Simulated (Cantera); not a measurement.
Input: 1 mol Si, 0.93 mol HCl, 4.9 mol H2, held at 8.10 bar.

Equilibrium computed with Cantera from the NASA thermochemical tables; the gas is ideal and each condensed phase is pure. Candidate condensed phases: Si; 19 gas species. The tables' values for SiCl3 are old estimates; treat these amounts as uncertain. Rates play no part. All values below are at 1448 K.

Base state: H2 0.911, HCl 0.0503, SiHCl3 0.0136, SiCl4 0.00882, SiCl2 0.00857, SiCl3 0.00453, SiH2Cl2 0.00326, SiH3Cl 0.000227 (mole fractions); condensed: Si(s).

Question: What changes in the equilibrium state with this change: pressure from 8.10 bar to 1 atm?

Answer: 
```tsv
species	before	after
H2	0.911	0.893
HCl	0.0503	0.0727
SiCl2	0.00857	0.0182
SiHCl3	0.0136	0.00525
SiH3Cl	0.000227	4.02e-5
SiH2Cl2	0.00326	0.000853
SiCl4	0.00882	0.00500
SiCl3	0.00453	0.00498
Si(s), mol	0.779	0.802
```

Question: What changes in the equilibrium state with this change: pressure from 8.10 bar to 0.133 bar?

Answer: 
```json
[
 {"species": "H2", "before": "0.911", "after": "0.880"},
 {"species": "HCl", "before": "0.0503", "after": "0.0874"},
 {"species": "SiCl2", "before": "0.00857", "after": "0.0268"},
 {"species": "SiHCl3", "before": "0.0136", "after": "0.00122"},
 {"species": "SiH3Cl", "before": "0.000227", "after": "6.27e-6"},
 {"species": "SiH2Cl2", "before": "0.00326", "after": "0.000162"},
 {"species": "Si(s), mol", "before": "0.779", "after": "0.810"}
]
```
